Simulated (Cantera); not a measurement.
Equilibrium for carbon deposition, reforming and gasification: C6H6 + H2

Charge: 1 mol C6H6, 13 mol H2, held at 948.15 K.

These are equilibrium values from Cantera (NASA tables, ideal gas, pure condensed phases), not measurements of a reactor. Candidate condensed phases: C, C6H6, C7H8, C8H18; 76 gas species. The ideal-gas law is rough above about 30 bar. The numbers say what is thermodynamically allowed, not how fast it happens.

From 10.0 Pa to 18.0 bar the condensed part is C(graphite). At 100 bar nothing is condensed. The main C-bearing gas is CH4 throughout.

| P (Pa) | log p H2 | log p CH4 | log p C2H6 | log p C2H4 | log p C3H8 | log p H | n C(graphite) |
|---|---|---|---|---|---|---|---|
| 10 | -4.00 | -8.77 | <-16 | -14.34 | <-16 | -11.28 | 6.00 |
| 56 | -3.25 | -7.27 | -15.25 | -12.84 | <-15 | -10.90 | 6.00 |
| 320 | -2.50 | -5.76 | -12.98 | -11.33 | <-14 | -10.53 | 5.99 |
| 1800 | -1.75 | -4.26 | -10.73 | -9.83 | <-13 | -10.15 | 5.95 |
| 10000 | -1.01 | -2.78 | -8.52 | -8.35 | <-13 | -9.78 | 5.74 |
| 56000 | -0.29 | -1.34 | -6.36 | -6.91 | -10.74 | -9.42 | 4.80 |
| 320000 | 0.36 | -0.04 | -4.41 | -5.62 | -8.14 | -9.10 | 2.48 |
| 1800000 | 0.89 | 1.01 | -2.83 | -4.56 | -6.03 | -8.83 | 0.190 |
| 10000000 | 1.60 | 1.78 | -2.01 | -4.45 | -5.16 | -8.48 | 0 |
log p: log10 of the partial pressure in bar; n: condensed amount in mol.
